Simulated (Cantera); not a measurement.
## Gas activation for diamond growth

An isothermal, constant-pressure homogeneous reactor starts with CH₄ : H₂ : CO₂ : H₂O = 0.0071 : 1 : 0.005 : 0.025 (molar parts), at 2975 K and 30000 Pa.

Detailed kinetics in Cantera: GRI-Mech 3.0 (53 species, 325 reactions).

```json
[
 {"t (s)": "4.00e-6", "x CH₄": "0.00590", "x H₂": "0.957", "x CO₂": "0.00464", "x HCO": "4.36e-8", "x C₂H₆": "7.52e-8", "x OH": "5.99e-5"},
 {"t (s)": "3.36e-5", "x CH₄": "0.00276", "x H₂": "0.919", "x CO₂": "0.000596", "x HCO": "1.18e-6", "x C₂H₆": "1.46e-7", "x OH": "0.000415"},
 {"t (s)": "0.000283", "x CH₄": "9.54e-5", "x H₂": "0.868", "x CO₂": "3.14e-5", "x HCO": "3.38e-7", "x C₂H₆": "3.43e-10", "x OH": "0.000797"},
 {"t (s)": "0.00238", "x CH₄": "2.28e-11", "x H₂": "0.759", "x CO₂": "3.23e-5", "x HCO": "5.90e-8", "x C₂H₆": "<1e-12", "x OH": "0.00159"},
 {"t (s)": "0.0200", "x CH₄": "1.48e-11", "x H₂": "0.739", "x CO₂": "3.19e-5", "x HCO": "5.51e-8", "x C₂H₆": "<1e-12", "x OH": "0.00174"},
 {"t (s)": "0.168", "x CH₄": "1.48e-11", "x H₂": "0.739", "x CO₂": "3.19e-5", "x HCO": "5.51e-8", "x C₂H₆": "<1e-12", "x OH": "0.00174"},
 {"t (s)": "1.41", "x CH₄": "1.48e-11", "x H₂": "0.739", "x CO₂": "3.19e-5", "x HCO": "5.51e-8", "x C₂H₆": "<1e-12", "x OH": "0.00174"},
 {"t (s)": "11.9", "x CH₄": "1.48e-11", "x H₂": "0.739", "x CO₂": "3.19e-5", "x HCO": "5.51e-8", "x C₂H₆": "<1e-12", "x OH": "0.00174"},
 {"t (s)": "100", "x CH₄": "1.48e-11", "x H₂": "0.739", "x CO₂": "3.19e-5", "x HCO": "5.51e-8", "x C₂H₆": "<1e-12", "x OH": "0.00174"}
]
```
x: mole fraction; the columns are a selection and need not sum to one.

Equilibrium at this temperature and pressure: CH₄ 1.56e-11, H₂ 0.739, CO₂ 3.19e-5, HCO 5.51e-8, C₂H₆ <1e-12, OH 0.00174 (gas phase only).
